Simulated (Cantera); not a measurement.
## Transport properties of process gases

Gas mixture: 100 % N₂O, at 0.132 atm, frozen composition.

Cantera's kinetic-theory transport with the Lennard-Jones parameters of GRI-Mech 3.0, ideal gas; thermal conductivity in the mixture-averaged form. The composition is frozen, though it would react at the higher temperatures.

| T (K) | ρ (kg/m³) | cp (J/kg/K) | μ (µPa s) | λ (mW/m/K) | Pr | D (cm²/s) C₂H₂ | D (cm²/s) CO₂ | D (cm²/s) OH |
|---|---|---|---|---|---|---|---|---|
| 400 | 0.176 | 970.3 | 19.5 | 25.5 | 0.741 | 1.60 | 1.46 | 3.12 |
| 600 | 0.118 | 1101 | 27.3 | 40.7 | 0.739 | 3.35 | 3.08 | 6.33 |
| 800 | 0.0882 | 1192 | 34.0 | 54.9 | 0.739 | 5.56 | 5.13 | 10.3 |
| 1000 | 0.0706 | 1255 | 40.0 | 68.0 | 0.739 | 8.17 | 7.56 | 15.1 |
| 1200 | 0.0588 | 1294 | 45.5 | 80.1 | 0.735 | 11.2 | 10.3 | 20.4 |
| 1400 | 0.0504 | 1327 | 50.5 | 91.4 | 0.733 | 14.5 | 13.4 | 26.4 |
D: mixture-averaged diffusion coefficient of that species in the mixture.
